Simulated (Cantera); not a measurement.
**Stirred combustor or abatement burner**

A perfectly stirred reactor is fed with CH3OH : O2 : N2 : CO2 = 1 : 1.07 : 4.03 : 0.9 (molar parts), equivalence ratio 1.4, at 0.227 atm; it is adiabatic with a 300 K inlet, and is followed from long to short residence time, starting on the burning branch (τ in s: 0.037, 0.02, 0.011, 0.0057, 0.0031, 0.0017, 0.00089, 0.00048, 0.00026, 0.00014, 7.3e-05, 3.9e-05).

Computed with Cantera and GRI-Mech 3.0 (53 species, 325 reactions). GRI-Mech 3.0 was tuned for natural gas; its chemistry of methanol as a main component is partial and can be far from experiment.

```tsv
τ (s)	T (K)	x CH3OH	x O2	x CO2	x H2O2	x CH2	x C2H2
0.037	1696	8.18e-6	0.00166	0.160	7.58e-8	2.22e-7	8.06e-9
0.020	1681	1.34e-5	0.00218	0.159	9.34e-8	3.80e-7	2.02e-8
0.011	1666	2.24e-5	0.00278	0.159	1.10e-7	6.47e-7	5.23e-8
0.0057	1650	4.13e-5	0.00363	0.158	1.27e-7	1.18e-6	1.56e-7
0.0031	1634	7.68e-5	0.00485	0.156	1.41e-7	2.09e-6	4.45e-7
0.0017	1611	0.000155	0.00710	0.153	1.59e-7	3.73e-6	1.27e-6
0.00089	300	0.143	0.153	0.129	<1e-12	<1e-12	<1e-12
0.00048	300	0.143	0.153	0.129	<1e-12	<1e-12	<1e-12
0.00026	300	0.143	0.153	0.129	<1e-12	<1e-12	<1e-12
0.00014	300	0.143	0.153	0.129	<1e-12	<1e-12	<1e-12
7.3e-5	300	0.143	0.153	0.129	<1e-12	<1e-12	<1e-12
3.9e-5	300	0.143	0.153	0.129	<1e-12	<1e-12	<1e-12
```
x: mole fraction; the columns are a selection and need not sum to one.
